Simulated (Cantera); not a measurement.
Gas activation for diamond growth

An isothermal, constant-pressure homogeneous reactor starts with CH4 : H2 : H = 0.023 : 1 : 0.092 (molar parts), at 2000 K and 10.00 Torr.

Model: GRI-Mech 3.0 (53 species, 325 reactions), integrated in Cantera. GRI-Mech 3.0 stops at C3 and has no aromatics, soot or wall deposition, so with more carbon than oxygen in the feed, carbon stays in small species such as C2H2 where larger ones or solid carbon would form. Radical loss at walls, strong at low pressure, is not modelled.

| t (s) | x CH4 | x H2 | x H | x C2H | x CH2 |
|---|---|---|---|---|---|
| 5.00e-5 | 0.00783 | 0.913 | 0.0673 | 8.55e-7 | 0.000207 |
| 0.000187 | 0.00588 | 0.922 | 0.0607 | 4.07e-6 | 0.000188 |
| 0.000699 | 0.00297 | 0.935 | 0.0515 | 7.27e-6 | 0.000116 |
| 0.00261 | 0.000976 | 0.943 | 0.0455 | 8.38e-6 | 4.54e-5 |
| 0.00978 | 0.000274 | 0.947 | 0.0428 | 8.47e-6 | 1.33e-5 |
| 0.0366 | 7.95e-5 | 0.949 | 0.0405 | 8.16e-6 | 3.61e-6 |
| 0.137 | 2.70e-5 | 0.954 | 0.0361 | 7.29e-6 | 9.76e-7 |
| 0.511 | 1.40e-5 | 0.963 | 0.0266 | 5.36e-6 | 2.71e-7 |
| 1.91 | 1.47e-5 | 0.973 | 0.0162 | 3.25e-6 | 1.04e-7 |
| 7.15 | 1.95e-5 | 0.976 | 0.0140 | 2.80e-6 | 1.03e-7 |
| 26.7 | 2.00e-5 | 0.976 | 0.0140 | 2.80e-6 | 1.05e-7 |
| 100 | 2.00e-5 | 0.976 | 0.0140 | 2.80e-6 | 1.05e-7 |
x: mole fraction; the columns are a selection and need not sum to one.

Equilibrium at this temperature and pressure: CH4 2.00e-5, H2 0.976, H 0.0140, C2H 2.80e-6, CH2 1.05e-7 (gas phase only).
